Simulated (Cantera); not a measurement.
Charge: 1 mol CCl4, 0.25 mol H2, equilibrated at 7.50 Torr.

Method: chemical equilibrium by Gibbs-energy minimisation in Cantera with the NASA 1993 tables (ideal gas, pure condensed phases). Candidate condensed phases: C, C6H6, C7H8, C8H18; 91 gas species. Equilibrium is a limit: real reactors are often held back by kinetics, nucleation or transport.

x: gas mole fraction; n: condensed amount in mol.

```
T (K)   x Cl  x HCl     x Cl2       x H      x H2      x C3  n C(graphite)
-----  -----  -----  --------  --------  --------  --------  -------------
1773   0.785  0.135    0.0799   1.07e-6   1.41e-7  4.95e-12          1.000
1873   0.834  0.129    0.0360   4.90e-6   5.76e-7  9.76e-11          1.000
1973   0.856  0.127    0.0166   2.02e-5   2.24e-6   1.41e-9          1.000
2073   0.866  0.126   0.00804   7.42e-5   7.97e-6   1.57e-8          1.000
2173   0.870  0.125   0.00411  0.000244   2.57e-5   1.39e-7          1.000
2273   0.873  0.124       ___       ___       ___       ___          1.000
2373   0.874  0.123       ___       ___       ___       ___          1.000
2473   0.875  0.119  0.000748   0.00478  0.000459   3.25e-5          0.999
2573   0.877  0.111  0.000463    0.0105  0.000936  0.000150          0.997
```

Question: Complete the blanks.

Answer: 
- 2273, x Cl2: 0.00222
- 2273, x H: 0.000726
- 2273, x H2: 7.46e-5
- 2273, x C3: 1.01e-6
- 2373, x Cl2: 0.00126
- 2373, x H: 0.00196
- 2373, x H2: 0.000196
- 2373, x C3: 6.18e-6
